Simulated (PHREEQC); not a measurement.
Dissolve 0.021 mol HCl and 0.00012 mol KCl per kg of water at 25 °C. Closed to the air; pH follows from the charge balance.

All values are PHREEQC results (Pitzer model, pitzer.dat), not measurements.

Each row changes one thing in this solution. No solid was allowed to form.

| case | pH | SI of Sylvite (KCl) |
|---|---|---|
| as made | 1.73 | -6.62 |
| HCl from 0.021 to 0.0105 mol/kgw | 2.02 | … |
| diluted 100-fold with water | 3.69 | … |
| HCl from 0.021 to 0.0231 mol/kgw | 1.69 | -6.58 |
| KCl from 0.00012 to 1.2e-05 mol/kgw | 1.73 | … |
| diluted 2-fold with water | 2.02 | -7.19 |

Task: Some entries are withheld; supply them.

Result: 
- HCl from 0.021 to 0.0105 mol/kgw, SI of Sylvite (KCl): -6.89
- diluted 100-fold with water, SI of Sylvite (KCl): -10.51
- KCl from 0.00012 to 1.2e-05 mol/kgw, SI of Sylvite (KCl): -7.62
